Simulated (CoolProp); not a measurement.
Normal hydrogen along the isotherm 35.5 K: Z from the reference equation and from simpler models built on Tc = 33.1 K, pc = 1296 kPa, ω = -0.219; each cubic takes its own stable root.

The numbers come from the reference Helmholtz-energy equation of state, Leachman 2009 in CoolProp.

```
p (kPa)          phase  reference
-------  -------------  ---------
122                gas     0.9741
243                gas     0.9474
365                gas     0.9194
486                gas     0.8904
608                gas     0.8597
729                gas     0.8276
851                gas     0.7932
972                gas     0.7567
1090               gas     0.7180
1220               gas     0.6707
1340     supercritical     0.6211
1460     supercritical     0.5626
1580     supercritical     0.4910
1700     supercritical     0.4100
1820     supercritical     0.3549
1940     supercritical     0.3348
```

### Question
How far does each simpler model (van der Waals, Peng-Robinson) lie from the reference over these 16 states: mean and median of the absolute difference, and the worst?

### Answer
- van der Waals: mean 3.7 %, median 1.9 %, worst +19.2 % at 35.5 K and 1940 kPa
- Peng-Robinson: mean 4.4 %, median 4.1 %, worst -8.7 % at 35.5 K and 1580 kPa
